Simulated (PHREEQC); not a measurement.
Solution (25 °C): 0.0057 mol/kgw HCl, 0.0012 mol/kgw CuSO4 and 0.00087 mol/kgw MgSO4. Closed to the air; pH follows from the charge balance.

The numbers come from PHREEQC with the ion-association model, phreeqc.dat.

No solid was allowed to form.

Task: What pH, ionic strength does the model give?

Result: pH 2.32; ionic strength 0.0121 mol/kgw.

Task: In which forms is Cu present?

Result: Cu+2 89 %, CuSO4 10 %, CuCl+ 0.9 % of the Cu.

Species that the database lacks are ignored.
